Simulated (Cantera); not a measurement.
Adiabatic ignition

An adiabatic, constant-volume homogeneous reactor starts with 5.38 % CH4, 19.9 % O2, 74.7 % N2, at 1323 K and 9.87 atm.

Model: GRI-Mech 3.0 (53 species, 325 reactions), integrated in Cantera.

| t (s) | T (K) | P (bar) | x CH4 | x O2 | x C2H4 | x NO | x OH | x N2O | x H |
|---|---|---|---|---|---|---|---|---|---|
| 2.00e-6 | 1323 | 10.00 | 0.0538 | 0.199 | <1e-12 | <1e-12 | 2.37e-10 | <1e-12 | 1.04e-10 |
| 7.19e-6 | 1323 | 10.00 | 0.0538 | 0.199 | 5.42e-12 | <1e-12 | 9.14e-10 | <1e-12 | 2.13e-10 |
| 2.58e-5 | 1323 | 10.00 | 0.0538 | 0.199 | 4.38e-10 | <1e-12 | 4.84e-9 | 7.27e-12 | 8.37e-10 |
| 9.28e-5 | 1323 | 10.0 | 0.0537 | 0.199 | 7.36e-8 | <1e-12 | 3.49e-8 | 8.41e-11 | 7.13e-9 |
| 0.000334 | 1326 | 10.0 | 0.0533 | 0.199 | 4.68e-6 | <1e-12 | 1.47e-7 | 9.32e-10 | 4.12e-8 |
| 0.00120 | 2629 | 20.0 | <1e-12 | 0.0870 | <1e-12 | 0.00566 | 0.00814 | 3.93e-6 | 0.000281 |
| 0.00431 | 2605 | 19.8 | <1e-12 | 0.0819 | <1e-12 | 0.0162 | 0.00753 | 3.96e-6 | 0.000249 |
| 0.0155 | 2604 | 19.8 | <1e-12 | 0.0817 | <1e-12 | 0.0166 | 0.00751 | 3.96e-6 | 0.000248 |
| 0.0557 | 2604 | 19.8 | <1e-12 | 0.0817 | <1e-12 | 0.0166 | 0.00751 | 3.96e-6 | 0.000248 |
| 0.200 | 2604 | 19.8 | <1e-12 | 0.0817 | <1e-12 | 0.0166 | 0.00751 | 3.96e-6 | 0.000248 |
x: mole fraction; the columns are a selection and need not sum to one.

| Property | Value |
|---|---|
| time of steepest temperature rise | 0.833 ms |
| temperature at 0.200 s | 2604 K |
| equilibrium temperature | 2604 K |
| x(CH4) at 0.200 s | <1e-12 (gas-phase equilibrium <1e-12) |
| x(O2) at 0.200 s | 0.0817 (gas-phase equilibrium 0.0817) |
| x(C2H4) at 0.200 s | <1e-12 (gas-phase equilibrium <1e-12) |
